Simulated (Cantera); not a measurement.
Charge: 1 mol SiHCl₃, 0.044 mol Cl₂, 180 mol N₂, at 1700 K and 75.0 Torr.

Equilibrium computed with Cantera from the NASA thermochemical tables; the gas is ideal and each condensed phase is pure. Candidate condensed phases: NH₄Cl, Si, Si₃N₄; 28 gas species. The tables' values for SiCl₃ are old estimates; treat these amounts as uncertain. The numbers say what is thermodynamically allowed, not how fast it happens.

Base state: N₂ 0.989, HCl 0.00515, SiCl₂ 0.00490, SiCl₃ 0.000493, H₂ 0.000170, Cl 0.000143, SiCl₄ 9.75e-5 (mole fractions); condensed: gas only.

Q: What changes in the equilibrium state with this change: temperature from 1700 K to 1323 K?

A: 
```
species          before     after
-------------  --------  --------
N₂                0.989     0.991
HCl             0.00515   0.00526
SiCl₄           9.75e-5   0.00255
SiCl₂           0.00490  0.000259
Cl             0.000143   1.96e-6
SiCl₃          0.000493  0.000347
H₂             0.000170  0.000128
Si₃N₄(s), mol         0     0.142
```
N₂ is the only nitrogen source here; it is nearly inert below about 1500 K, so the nitride shown seldom forms there in practice.
